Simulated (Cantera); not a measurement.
Adiabatic ignition

An adiabatic, constant-volume homogeneous reactor starts with 16.4 % CH4, 6.21 % H2, 16.3 % O2, 61.2 % N2, at 1448 K and 9.87 atm.

Cantera simulation using GRI-Mech 3.0 (53 species, 325 reactions); the numbers are that mechanism's predictions, not measurements.

```csv
t (s),T (K),P (bar),x CH4,x H2,x O2,x CH2,x H2O2,x C2H,x HCN
1.00e-6,1448,10.00,0.164,0.0621,0.163,<1e-12,3.79e-8,<1e-12,<1e-12
4.27e-6,1448,10.00,0.164,0.0621,0.163,5.61e-12,3.92e-7,<1e-12,<1e-12
1.82e-5,1450,10.0,0.163,0.0619,0.162,2.62e-9,3.77e-6,<1e-12,<1e-12
7.77e-5,1586,11.0,0.144,0.0617,0.147,8.57e-8,2.40e-5,7.66e-11,2.40e-11
0.000331,2742,22.1,5.60e-9,0.204,5.22e-6,1.64e-10,1.53e-8,<1e-12,4.22e-6
0.00141,2742,22.1,5.52e-9,0.204,5.24e-6,1.62e-10,1.53e-8,<1e-12,3.10e-6
0.00603,2742,22.1,5.52e-9,0.204,5.24e-6,1.62e-10,1.53e-8,<1e-12,3.10e-6
0.0257,2742,22.1,5.52e-9,0.204,5.24e-6,1.62e-10,1.53e-8,<1e-12,3.10e-6
0.110,2742,22.1,5.52e-9,0.204,5.24e-6,1.62e-10,1.53e-8,<1e-12,3.10e-6
0.469,2742,22.1,5.52e-9,0.204,5.24e-6,1.62e-10,1.53e-8,<1e-12,3.10e-6
2.00,2742,22.1,5.52e-9,0.204,5.24e-6,1.62e-10,1.53e-8,<1e-12,3.10e-6
```
x: mole fraction; the columns are a selection and need not sum to one.

| Property | Value |
|---|---|
| time of steepest temperature rise | 94.5 µs |
| temperature at 2.00 s | 2742 K |
| equilibrium temperature | 2742 K |
| x(CH4) at 2.00 s | 5.52e-9 (gas-phase equilibrium 6.19e-9) |
| x(H2) at 2.00 s | 0.204 (gas-phase equilibrium 0.204) |
| x(O2) at 2.00 s | 5.24e-6 (gas-phase equilibrium 5.24e-6) |
